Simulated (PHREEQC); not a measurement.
Solution (20 °C): 0.32 mmol/kgw Ca(HCO3)2 and 0.033 mmol/kgw NaHCO3. Closed to the air; pH follows from the charge balance.

All values are PHREEQC results (ion-association model, wateq4f.dat), not measurements.

Each row changes one thing in this solution. Precipitation was switched off in this run.

| case | pH | ionic strength (mol/kgw) | CO2 (mol/kgw) | CO3-2 (mol/kgw) | NaHCO3 (mol/kgw) | NaCO3- (mol/kgw) | SI of Nahcolite (NaHCO3) | SI of Natron (Na2CO3:10H2O) |
|---|---|---|---|---|---|---|---|---|
| as made | 8.25 | 0.000988 | 8.63e-6 | 5.40e-6 | 1.13e-8 | 2.23e-9 | -7.10 | -12.81 |
| temperature from 20 to 40 °C | 8.05 | 0.000984 | 1.11e-5 | 4.91e-6 | 1.12e-8 | 5.37e-9 | -7.28 | -13.61 |
| NaHCO3 from 3.3e-05 to 6.6e-06 mol/kgw | 8.25 | 0.000962 | 8.31e-6 | 5.17e-6 | 2.18e-9 | 4.29e-10 | -7.82 | -14.23 |
| Ca(HCO3)2 left out | 7.99 | 3.31e-5 | 7.89e-7 | 1.34e-7 | 5.87e-10 | 6.21e-11 | -8.39 | -14.35 |
| diluted 2-fold with water | 8.25 | 0.000496 | 4.38e-6 | 2.63e-6 | 2.90e-9 | 5.65e-10 | -7.69 | -13.70 |
| NaHCO3 from 3.3e-05 to 3.3e-06 mol/kgw | 8.25 | 0.000959 | 8.27e-6 | 5.14e-6 | 1.08e-9 | 2.13e-10 | -8.12 | -14.83 |

Species that the database lacks are ignored. Away from 25 °C the constants follow the database's enthalpies or fits; those with neither stay at their 25 °C values.
